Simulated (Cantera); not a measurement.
A closed system holds: 1 mol B2H6, 1.3 mol H2O, 3.6 mol H2, equilibrated at 0.00420 bar.

Cantera equilibrium calculation (NASA polynomials, part measured and part estimated; ideal gas, pure solids and liquids). Candidate condensed phases: B, B2O3, B3O3H3, H2O; 23 gas species. The feed counts by its element totals alone. Mutual solubility and eutectic melting of coexisting phases are not modelled. Equilibrium is a limit: real reactors are often held back by kinetics, nucleation or transport.

Q: Which condensed phases are stable at each of these points (T (°C)): 750, 950, 1150, 1350, 1550, 1750, 1950, 2150?

A: 
```
T (°C)  condensed phases  B condensed (%)
------  ----------------  ---------------
750       B(s) + B2O3(l)             99.5
950       B(s) + B2O3(l)             98.9
1150      B(s) + B2O3(l)             85.5
1350                B(s)             36.9
1550                B(s)             35.4
1750                B(s)             34.7
1950                B(s)             33.2
2150                B(l)             27.3
```

From 750 °C to 1150 °C the condensed part is B(s) + B2O3(l). From 1350 °C to 1950 °C the condensed part is B(s). At 2150 °C the condensed part is B(l).
